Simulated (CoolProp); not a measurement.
A closed Brayton cycle with nitrogen: compressor inlet 308.15 K and 7.6 MPa, high pressure 24.7 MPa, turbine inlet 890 K, compressor efficiency 0.89, turbine efficiency 0.85, recuperator effectiveness 0.8 (on enthalpy, no pinch check). Each further row changes one setting.

Computed with CoolProp (reference Helmholtz-energy equation of state, Span 2000).

```csv
case,thermal efficiency (%),net work (kJ/kg),compressor to turbine work,compressor exit (K),turbine exit (K)
as stated,29.6,88.0,0.63,449.2,687.1
turbine inlet 840 K,27.1,…,0.67,449.2,…
compressor inlet 318.15 K,…,82.7,…,…,687.1
high pressure 21 MPa,30.0,83.5,…,426.9,…
recuperator effectiveness 0.5,23.4,88.0,0.63,449.2,687.1
```

Q: Some entries are withheld; supply them.

A: 
- turbine inlet 840 K, net work (kJ/kg): 74.5
- turbine inlet 840 K, turbine exit (K): 646.7
- compressor inlet 318.15 K, thermal efficiency (%): 28.2
- compressor inlet 318.15 K, compressor to turbine work: 0.66
- compressor inlet 318.15 K, compressor exit (K): 463.7
- high pressure 21 MPa, compressor to turbine work: 0.60
- high pressure 21 MPa, turbine exit (K): 711.8
